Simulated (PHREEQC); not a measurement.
# Brine: an equilibrium model

Consider water at 25 °C with 1.9 mol LiBr, 0.098 mol MgSO4 and 0.00095 mol H4SiO4 per kg of water. Closed to the air; pH follows from the charge balance.

The numbers come from PHREEQC with the Pitzer model, pitzer.dat.

```
Item                        Value
-------------------  ------------
pH                           6.02
ionic strength       2.29 mol/kgw
activity of water           0.919
density               1.119 g/cm³
osmotic coefficient         1.177
```

| species | molality | activity | log γ |
|---|---|---|---|
| Br- | 1.90 | 1.18 | -0.208 |
| Li+ | 1.90 | 3.02 | 0.201 |
| Mg+2 | 0.0980 | 0.0831 | -0.071 |
| SO4-2 | 0.0980 | 0.00250 | -1.593 |
| H4SiO4 | 0.000949 | 0.00168 | 0.249 |
| H3SiO4- | 1.14e-6 | 2.60e-7 | -0.643 |
| HSO4- | 8.57e-7 | 2.27e-7 | -0.577 |
| H+ | 5.31e-7 | 9.53e-7 | 0.254 |
| MgOH+ | 1.97e-7 | 1.24e-7 | -0.201 |
| OH- | 4.73e-8 | 9.75e-9 | -0.686 |

No solid was allowed to form. In brines, pH and single-ion activities rest on the MacInnes convention.
